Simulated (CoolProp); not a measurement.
R143a at 293.15 K and 0.0842 MPa flows at 0.14 m/s in a round tube of 1 mm bore and 0.25 µm roughness, fully developed (64/Re and Nu = 3.66 if laminar; Colebrook and Gnielinski if turbulent). Each further row changes one setting.

Computed with CoolProp (reference Helmholtz-energy equation of state, Lemmon and Jacobsen 2000).

```csv
case,Reynolds number,Darcy friction factor,pressure drop (Pa/m),heat-transfer coefficient (W/(m² K)),mass flow (kg/h)
as stated,(withheld),1.70,(withheld),52.8,(withheld)
velocity 0.28 m/s,75.5,0.848,(withheld),52.8,(withheld)
diameter 2 mm,75.5,0.848,12.2,(withheld),(withheld)
```

Q: What belongs in the gaps?

A: 
- as stated, Reynolds number: 37.7
- as stated, pressure drop (Pa/m): 49.0
- as stated, mass flow (kg/h): 0.00117
- velocity 0.28 m/s, pressure drop (Pa/m): 98.0
- velocity 0.28 m/s, mass flow (kg/h): 0.00233
- diameter 2 mm, heat-transfer coefficient (W/(m² K)): 26.4
- diameter 2 mm, mass flow (kg/h): 0.00467

Viscosity comes from a separate model (Klein 1997), an estimate that may be off by 10 % or more. Thermal conductivity comes from a separate model (McLinden 2000), an estimate that may be off by 10 % or more.
